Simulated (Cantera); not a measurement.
Cantera run, input and output.

```python
import numpy as np
import cantera as ct

gas = ct.Solution("gri30.yaml")
gas.TPX = 1450, 1000000, {'CH4': 0.0029, 'O2': 0.037, 'N2': 1}
reactor = ct.IdealGasConstPressureReactor(gas, energy="off", clone=False)
net = ct.ReactorNet([reactor])
net.rtol, net.atol = 1e-08, 1e-18
show = ['CH4', 'O2', 'C2H', 'CO', 'HO2', 'H']
times = np.geomspace(2e-05, 6, 14)

steps = ct.SolutionArray(gas, extra=["t"])
rows = []
print(f"{'t/s':>10s}{'T/K':>9s}{'P/Pa':>11s}" + "".join(f"{s:>11s}" for s in show))
for t in times:
    while net.time < t:
        t_next = net.step()
        steps.append(gas.state, t=t_next)
    rows.append([np.interp(t, steps.t, y) for y in (steps.T, steps.P, *steps(*show).X.T)])
    print(f"{t:10.3e}{rows[-1][0]:9.1f}{rows[-1][1]:11.4g}" + "".join(f"{x:11.3e}" for x in rows[-1][2:]))
rate = np.gradient(steps.T, steps.t)
print("integrator steps:", len(steps.t))
if steps.T.max() > steps.T[0] + 200:
    print(f"time of steepest temperature rise: {steps.t[rate.argmax()]:.4e} s")
gas.TPX = 1450, 1000000, {'CH4': 0.0029, 'O2': 0.037, 'N2': 1}
gas.equilibrate("TP")
print(f"equilibrium (TP): T = {gas.T:.1f} K  " + "  ".join(f"{s} {gas[s].X[0]:.3e}" for s in show))
```

Result:

```
       t/s      T/K       P/Pa        CH4         O2        C2H         CO        HO2          H
 2.000e-05   1450.0      1e+06  2.789e-03  3.558e-02  7.923e-25  3.321e-11  4.719e-08  8.890e-10
 5.277e-05   1450.0      1e+06  2.788e-03  3.558e-02  1.513e-22  7.247e-10  1.090e-07  1.573e-09
 1.392e-04   1450.0      1e+06  2.785e-03  3.558e-02  6.840e-20  2.395e-08  2.331e-07  4.442e-09
 3.673e-04   1450.0      1e+06  2.749e-03  3.556e-02  1.828e-16  1.941e-06  8.554e-07  3.632e-08
 9.689e-04   1450.0      1e+06  2.287e-05  3.104e-02  1.870e-12  2.038e-03  1.151e-05  4.320e-06
 2.556e-03   1450.0      1e+06  1.645e-15  3.016e-02  1.507e-16  3.536e-04  1.743e-06  2.528e-07
 6.744e-03   1450.0      1e+06  1.196e-16  3.002e-02  9.448e-18  3.604e-05  2.248e-07  1.574e-08
 1.779e-02   1450.0      1e+06  3.219e-17  3.000e-02  1.061e-18  2.345e-06  2.926e-08  1.098e-09
 4.694e-02   1450.0      1e+06  1.626e-17  3.000e-02  3.363e-19  5.366e-08  1.356e-08  3.184e-10
 1.238e-01   1450.0      1e+06  1.462e-17  3.000e-02  2.931e-19  1.155e-08  1.309e-08  2.967e-10
 3.267e-01   1450.0      1e+06  1.221e-17  3.000e-02  2.445e-19  1.155e-08  1.309e-08  2.967e-10
 8.620e-01   1450.0      1e+06  7.599e-18  3.000e-02  1.517e-19  1.155e-08  1.309e-08  2.967e-10
 2.274e+00   1450.0      1e+06  2.193e-18  3.000e-02  4.307e-20  1.155e-08  1.309e-08  2.967e-10
 6.000e+00   1450.0      1e+06  1.084e-19  3.000e-02  1.551e-21  1.155e-08  1.309e-08  2.967e-10
integrator steps: 1666
equilibrium (TP): T = 1450.0 K  CH4 1.545e-33  O2 2.980e-02  C2H 4.919e-49  CO 1.158e-08  HO2 1.303e-08  H 2.972e-10
```

Model: GRI-Mech 3.0 (53 species, 325 reactions), integrated in Cantera.
